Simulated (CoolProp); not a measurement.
Cyclopropane along the isotherm 174.45 °C: density (kg/m³) from the reference equation and from simpler models built on Tc = 125.5 °C, pc = 5.605 MPa, ω = 0.131; each cubic takes its own stable root.

Model: reference Helmholtz-energy equation of state, Polt 1992, in CoolProp. This equation is an older, rougher fit; its heat capacities, sound speeds and derivatives of the liquid may be far off and weren't checked against measurements.

```
p (MPa)          phase  reference  van der Waals  Redlich-Kwong  Peng-Robinson
-------  -------------  ---------  -------------  -------------  -------------
2.55               gas      32.64          32.43          32.66          33.04
5.09               gas      76.55          76.66          76.94              ?
7.64     supercritical      145.5          156.1              ?          147.9
10.2     supercritical      256.1          249.3          244.0          244.0
12.7     supercritical      335.2          286.8          306.7          316.2
15.3     supercritical      379.7          309.9          346.6          364.7
17.8     supercritical      407.4          325.8              ?          397.9
20.4     supercritical      428.7          338.8          396.2          424.8
22.9     supercritical          ?              ?          413.8          445.9
25.5     supercritical      459.2          358.1          429.4          464.5
28       supercritical      471.0          365.7          442.4          480.0
```

Question: Complete the blanks.

Answer: 
- 5.09, Peng-Robinson: 78.41
- 7.64, Redlich-Kwong: 146.7
- 17.8, Redlich-Kwong: 373.9
- 22.9, reference: 445.1
- 22.9, van der Waals: 349.1
